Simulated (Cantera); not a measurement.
A closed system holds: 1 mol SiH₂Cl₂, 12 mol NO, 1.1 mol N₂, equilibrated at 1275 °C and 1000 Pa.

These are equilibrium values from Cantera (NASA tables, ideal gas, pure condensed phases), not measurements of a reactor. The tables hold silica as quartz up to 1696 K and as liquid above; real silica turns to tridymite and cristobalite and melts near 1996 K. The numbers say what is thermodynamically allowed, not how fast it happens.

| species | before | after |
|---|---|---|
| N₂ | 0.499 | 0.946 |
| O₂ | 0.344 | 0.0361 |
| HCl | 0.110 | 0.0107 |
| H₂O | 0.0153 | 0.00212 |
| Cl | 0.0282 | 0.00422 |
| Cl₂ | 0.00125 | 2.78e-5 |
| ClO | 3.84e-5 | 1.86e-6 |
| OH | 0.000164 | 3.48e-5 |
| O | 4.47e-5 | 1.45e-5 |
| NO | 0.00156 | 0.000698 |
| SiO₂(β-quartz), mol | 1.00 | 1.00 |
Gas species are given as mole fractions.

Problem. Which change was made?
(A) temperature from 1275 °C to 625 °C
(B) N₂ from 1.1 to 120 mol
(C) pressure from 1000 Pa to 5900 Pa

Solution. B, N₂ from 1.1 to 120 mol
